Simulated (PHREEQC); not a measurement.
PHREEQC input (ion-association model, wateq4f.dat):

```
SOLUTION_MASTER_SPECIES
  An  An-  0  An  62.0  # stands for a non-complexing anion
SOLUTION_SPECIES
  An- = An-
    -log_k 0
    -gamma 3.0 0
PHASES
  Fix_H+
    H+ = H+
    -log_k 0
SOLUTION 1
  temp 25
  units mmol/kgw
  pH 7 charge
  Na 5
  An 5
END
SELECTED_OUTPUT 1
  -reset false
  -pH true
  -pe true
  -ionic_strength true
  -water true
  -totals Na
  -molalities Hfo_wOH Hfo_wOH2+ Hfo_wO- Hfo_sOH Hfo_sOH2+ Hfo_sO-
USER_PUNCH 1
  -headings sigma psi
  10 PUNCH EDL("sigma", "Hfo"), EDL("psi", "Hfo")
PRINT
  -reset false
USE solution 1
SURFACE 1
  Hfo_wOH 0.000114607 600 0.051
  Hfo_sOH 2.86517e-06
EQUILIBRIUM_PHASES 1
  Fix_H+ -3 HAn 10
    -force_equality true
  O2(g) -0.68 10
END
# ... the last block is repeated for the other 12 points of pH, with NaOH or the acid as the point needs
```

Selected output (columns that matter, 13 of 13 rows; pH added in front):

```
pH	mu	Na	m_Hfo_wOH	m_Hfo_wOH2+	m_Hfo_wO-	m_Hfo_sOH	m_Hfo_sOH2+	m_Hfo_sO-	sigma	psi
3	0.0061254	0.005	2.0845e-05	9.3656e-05	1.0628e-07	5.2112e-07	2.3414e-06	2.6571e-09	0.30237	0.21518
3.67	0.0052644	0.005	4.4828e-05	6.9113e-05	6.6611e-07	1.1207e-06	1.7278e-06	1.6653e-08	0.22123	0.20302
4.33	0.0050735	0.005	6.4973e-05	4.7603e-05	2.0315e-06	1.6243e-06	1.1901e-06	5.0789e-08	0.1473	0.18309
5	0.005025	0.005	7.8049e-05	3.2227e-05	4.3303e-06	1.9512e-06	8.0568e-07	1.0826e-07	0.09017	0.15819
5.67	0.0050104	0.005	8.4527e-05	2.2948e-05	7.1327e-06	2.1132e-06	5.7369e-07	1.7832e-07	0.051117	0.12933
6.33	0.0050048	0.005	8.6987e-05	1.7978e-05	9.6422e-06	2.1747e-06	4.4944e-07	2.4105e-07	0.026942	0.097295
7	0.0050021	0.005	8.7757e-05	1.5374e-05	1.1476e-05	2.1939e-06	3.8434e-07	2.869e-07	0.012598	0.061907
7.67	0.0050007	0.005	8.7952e-05	1.3971e-05	1.2684e-05	2.1988e-06	3.4927e-07	3.171e-07	0.0041593	0.024787
8.33	0.0050026	0.0050029	8.797e-05	1.3005e-05	1.3632e-05	2.1992e-06	3.2514e-07	3.4079e-07	-0.0020237	-0.01241
9	0.0050123	0.0050138	8.7854e-05	1.1925e-05	1.4828e-05	2.1964e-06	2.9812e-07	3.7069e-07	-0.0093832	-0.04985
9.67	0.005054	0.0050574	8.7348e-05	1.0317e-05	1.6942e-05	2.1837e-06	2.5792e-07	4.2355e-07	-0.021414	-0.085912
10.33	0.0052382	0.0052449	8.5567e-05	7.9546e-06	2.1086e-05	2.1392e-06	1.9886e-07	5.2714e-07	-0.042443	-0.1188
11	0.0061016	0.0061144	7.9821e-05	4.8808e-06	2.9905e-05	1.9955e-06	1.2202e-07	7.4762e-07	-0.080884	-0.14768
```

The oxide is taken as insoluble; below pH 4 it would dissolve.
